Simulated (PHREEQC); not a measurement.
Na2SO4 is added in steps, without added water, to 1 kg of water holding 40 mmol/kgw ZnSO4 and 10 mmol/kgw MgSO4, at 25 °C. O2 is buffered at 0.21 atm. CO2 from the air is kept out. Only these solids could form: Zn(OH)2(e).

Base run: PHREEQC, ion-association model, phreeqc.dat. Each further column changes one thing. The table gives Zn(SO4)2-2 (mol/kgw).

| Na2SO4 added (mol) | base | Davies equation for every ion | database wateq4f.dat |
|---|---|---|---|
| 0 | 0.00308 | 0.00311 | 0.00311 |
| 0.00625 | 0.00367 | 0.00372 | 0.00371 |
| 0.0125 | 0.00425 | 0.00433 | 0.00431 |
| 0.025 | 0.00536 | 0.00555 | 0.00546 |
| 0.03125 | 0.00588 | 0.00615 | 0.00601 |
| 0.0375 | 0.00639 | 0.00674 | 0.00653 |
| 0.04375 | 0.00688 | 0.00732 | 0.00704 |
| 0.05625 | 0.00778 | 0.00845 | 0.00799 |
| 0.0625 | 0.00820 | 0.00899 | 0.00843 |
| 0.06875 | 0.00860 | 0.00953 | 0.00885 |
| 0.075 | 0.00898 | 0.0100 | 0.00925 |
| 0.0875 | 0.00968 | 0.0111 | 0.00999 |
| 0.09375 | 0.0100 | 0.0115 | 0.0103 |
| 0.1 | 0.0103 | 0.0120 | 0.0107 |

 phreeqc.dat and wateq4f.dat share most of their constants, so their agreement is no independent check. Solids allowed in the column 'database wateq4f.dat': Brucite, Zn(OH)2-e, Zn4(OH)6SO4, Mirabilite, Epsomite, Goslarite.
